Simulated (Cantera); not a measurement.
Charge: 1 mol BN, 15 mol F₂, 17 mol N₂, held at 1048 K and 0.00440 bar.

Cantera equilibrium calculation (NASA polynomials, part measured and part estimated; ideal gas, pure solids and liquids). Candidate condensed phases: B, BN; 13 gas species. Equilibrium is a limit: real reactors are often held back by kinetics, nucleation or transport.

Base state: F 0.523, N₂ 0.404, F₂ 0.0503, BF₃ 0.0231 (mole fractions); condensed: gas only.

### Question
What changes in the equilibrium state with this change: BN replaced by Si₃N₄?

### Answer
```
species  before   after
-------  ------  ------
N₂        0.404   0.489
F         0.523   0.404
SiF₄          0  0.0773
BF₃      0.0231       0
F₂       0.0503  0.0300
```
Further candidate phases: Si, Si₃N₄.
